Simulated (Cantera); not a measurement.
## Ignition delay

Mixture: CO : H2 : O2 : N2 = 1 : 0.094 : 0.804 : 3.02 (molar parts), equivalence ratio 0.68, at 1600000 Pa, adiabatic and at constant volume. Ignition delay is the time to a rise of 400 K.

Model: GRI-Mech 3.0 (53 species, 325 reactions), integrated in Cantera. The hydrogen kinetics of GRI-Mech 3.0 are dated; newer H2 mechanisms differ, most at raised pressure. The pressure lies above the range GRI-Mech 3.0 was tuned for (to about 10 atm).

```json
[
 {"T0 (K)": "1075", "delay (ms)": "0.749"},
 {"T0 (K)": "1125", "delay (ms)": "0.277"},
 {"T0 (K)": "1175", "delay (ms)": "0.109"},
 {"T0 (K)": "1225", "delay (ms)": "0.0454"},
 {"T0 (K)": "1275", "delay (ms)": "0.0210"},
 {"T0 (K)": "1325", "delay (ms)": "0.0115"},
 {"T0 (K)": "1375", "delay (ms)": "0.00738"},
 {"T0 (K)": "1425", "delay (ms)": "0.00533"},
 {"T0 (K)": "1475", "delay (ms)": "0.00417"}
]
```

```
Item                                                   Result
--------------------------------------------------  ---------
apparent activation energy between 1375 and 1475 K  97 kJ/mol
```
